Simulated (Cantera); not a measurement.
Low-pressure radical oxidation in H2/O2

An isothermal, constant-pressure homogeneous reactor starts with H2 : O2 : N2 = 0.04 : 1 : 0.25 (molar parts), equivalence ratio 0.020, at 1250 K and 15.8 Torr.

Model: GRI-Mech 3.0 (53 species, 325 reactions), integrated in Cantera. Radical loss at walls, strong at low pressure, is not modelled.

```csv
t (s),x H2,x O2,x H2O,x OH,x NO2,x H2O2
0.000800,0.0310,0.775,8.29e-6,4.35e-6,<1e-12,1.74e-10
0.00170,0.0194,0.766,0.00868,0.00341,<1e-12,1.47e-7
0.00363,0.000454,0.750,0.0275,0.00259,1.09e-12,8.03e-8
0.00774,0.000372,0.753,0.0281,0.00238,3.36e-12,7.61e-8
0.0165,0.000292,0.757,0.0289,0.00211,7.28e-12,7.55e-8
0.0351,0.000184,0.763,0.0298,0.00168,1.37e-11,7.16e-8
0.0748,8.52e-5,0.767,0.0306,0.00115,2.49e-11,6.07e-8
0.159,2.88e-5,0.770,0.0311,0.000669,4.60e-11,4.27e-8
0.340,8.09e-6,0.771,0.0313,0.000356,7.86e-11,2.43e-8
0.724,2.18e-6,0.771,0.0314,0.000185,1.10e-10,1.17e-8
1.54,6.26e-7,0.772,0.0314,9.96e-5,1.25e-10,5.07e-9
3.29,1.99e-7,0.772,0.0315,5.64e-5,1.31e-10,2.13e-9
7.00,7.08e-8,0.772,0.0315,3.37e-5,1.57e-10,9.02e-10
```
x: mole fraction; the columns are a selection and need not sum to one.

Equilibrium at this temperature and pressure: H2 8.59e-9, O2 0.772, H2O 0.0315, OH 1.18e-5, NO2 1.01e-6, H2O2 1.48e-10 (gas phase only).
